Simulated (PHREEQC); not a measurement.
Dissolve 0.022 mol KH2PO4, 0.00011 mol K2HPO4 and 0.00084 mol NaCl per kg of water at 20 °C. Closed to the air; pH follows from the charge balance.

Equilibrium calculation in PHREEQC: ion-association model, wateq4f.dat.

Precipitation was switched off in this run.

**Question.** Predict the pH.

**Answer.** pH 4.88.

Complexes and solids missing from the database can't appear. H3PO4, which wateq4f.dat lacks, is added to it with the constant of phreeqc.dat.
